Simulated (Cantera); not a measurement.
**Premixed flame**

A freely propagating, adiabatic, planar premixed flame of H₂ : O₂ : N₂ : H₂O = 1 : 0.333 : 1.25 : 0.061 (molar parts), equivalence ratio 1.5, unburnt at 498 K and 750 Torr; mixture-averaged transport, grid criteria slope 0.08 and curve 0.16, no radiation.

Computed with Cantera and the H2/O2 subset of GRI-Mech 3.0, which has no nitrogen chemistry. Burning velocities carry a grid error of a few per cent, more on coarse grids.

```json
[
 {"z (mm)": "-1.22", "T (K)": "498", "u (m/s)": "6.39", "x H₂": "0.378", "x O₂": "0.126", "x O": "<1e-8", "x H₂O": "0.0231", "x OH": "<1e-8", "x HO₂": "<1e-8"},
 {"z (mm)": "-0.814", "T (K)": "498", "u (m/s)": "6.39", "x H₂": "0.378", "x O₂": "0.126", "x O": "<1e-8", "x H₂O": "0.0231", "x OH": "<1e-8", "x HO₂": "<1e-8"},
 {"z (mm)": "-0.610", "T (K)": "498", "u (m/s)": "6.39", "x H₂": "0.378", "x O₂": "0.126", "x O": "<1e-8", "x H₂O": "0.0231", "x OH": "<1e-8", "x HO₂": "<1e-8"},
 {"z (mm)": "-0.407", "T (K)": "498", "u (m/s)": "6.39", "x H₂": "0.378", "x O₂": "0.126", "x O": "<1e-8", "x H₂O": "0.0231", "x OH": "<1e-8", "x HO₂": "8.62e-8"},
 {"z (mm)": "-0.203", "T (K)": "512", "u (m/s)": "6.54", "x H₂": "0.375", "x O₂": "0.126", "x O": "4.36e-6", "x H₂O": "0.0236", "x OH": "2.99e-5", "x HO₂": "0.000206"},
 {"z (mm)": "-0.102", "T (K)": "752", "u (m/s)": "9.36", "x H₂": "0.342", "x O₂": "0.121", "x O": "0.000244", "x H₂O": "0.0435", "x OH": "0.000899", "x HO₂": "0.000249"},
 {"z (mm)": "0", "T (K)": "1197", "u (m/s)": "14.4", "x H₂": "0.243", "x O₂": "0.0847", "x O": "0.00358", "x H₂O": "0.125", "x OH": "0.00259", "x HO₂": "9.08e-5"},
 {"z (mm)": "0.102", "T (K)": "1504", "u (m/s)": "17.9", "x H₂": "0.147", "x O₂": "0.0287", "x O": "0.00630", "x H₂O": "0.229", "x OH": "0.00655", "x HO₂": "2.77e-5"},
 {"z (mm)": "0.203", "T (K)": "1643", "u (m/s)": "19.4", "x H₂": "0.120", "x O₂": "0.00988", "x O": "0.00546", "x H₂O": "0.265", "x OH": "0.00856", "x HO₂": "9.04e-6"},
 {"z (mm)": "0.407", "T (K)": "1778", "u (m/s)": "20.8", "x H₂": "0.119", "x O₂": "0.00476", "x O": "0.00441", "x H₂O": "0.277", "x OH": "0.00986", "x HO₂": "4.04e-6"},
 {"z (mm)": "0.814", "T (K)": "1914", "u (m/s)": "22.2", "x H₂": "0.125", "x O₂": "0.00323", "x O": "0.00322", "x H₂O": "0.284", "x OH": "0.0101", "x HO₂": "2.54e-6"},
 {"z (mm)": "1.63", "T (K)": "2045", "u (m/s)": "23.5", "x H₂": "0.129", "x O₂": "0.00197", "x O": "0.00201", "x H₂O": "0.292", "x OH": "0.00934", "x HO₂": "1.51e-6"},
 {"z (mm)": "3.26", "T (K)": "2156", "u (m/s)": "24.6", "x H₂": "0.133", "x O₂": "0.00103", "x O": "0.00106", "x H₂O": "0.299", "x OH": "0.00764", "x HO₂": "8.13e-7"}
]
```
x: mole fraction of selected species; z is measured from the peak of heat release.

```json
{
 "laminar_burning_velocity": "639 cm/s",
 "thermal_thickness": "0.407 mm",
 "peak x(O)": "0.00630",
 "peak x(OH)": "0.0102",
 "peak x(HO₂)": "0.000397",
 "grid_points": "120"
}
```
